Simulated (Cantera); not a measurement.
Ignition delay

Mixture: CO : H2 : CH4 : O2 : N2 : H2O = 1 : 0.052 : 1.2 : 4.64 : 25.1 : 1.2 (molar parts), equivalence ratio 0.63, at 3750 Torr, adiabatic and at constant volume. Ignition delay is the time to a rise of 400 K.

Detailed kinetics in Cantera: GRI-Mech 3.0 (53 species, 325 reactions).

```csv
T0 (K),delay (ms)
1175,10.8
1275,3.20
1375,1.05
1475,0.378
1575,0.151
1675,0.0675
1775,0.0334
```

The apparent activation energy between 1575 and 1775 K is 180 kJ/mol.
